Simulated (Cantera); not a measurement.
A closed system holds: 1 mol SiHCl3, 43 mol NH3, 2.3 mol N2, at 1350 K and 0.190 bar.

Equilibrium computed with Cantera from the NASA thermochemical tables; the gas is ideal and each condensed phase is pure. Candidate condensed phases: NH4Cl, Si, Si3N4; 28 gas species. Equilibrium is a limit: real reactors are often held back by kinetics, nucleation or transport.

Base state: H2 0.708, N2 0.258, HCl 0.0335 (mole fractions); condensed: Si3N4(s).

**Question.** What changes in the equilibrium state with this change: NH3 from 43 to 3 mol?

**Answer.** 
```
species         before     after
-------------  -------  --------
H2               0.708     0.378
N2               0.258     0.331
HCl             0.0335     0.283
SiCl4          3.89e-7   0.00594
SiCl3          6.15e-7  0.000811
SiHCl3         4.71e-7  0.000454
SiCl2          4.85e-6  0.000552
Si3N4(s), mol    0.333     0.308
```
The tables' values for SiCl3 are old estimates; treat these amounts as uncertain.
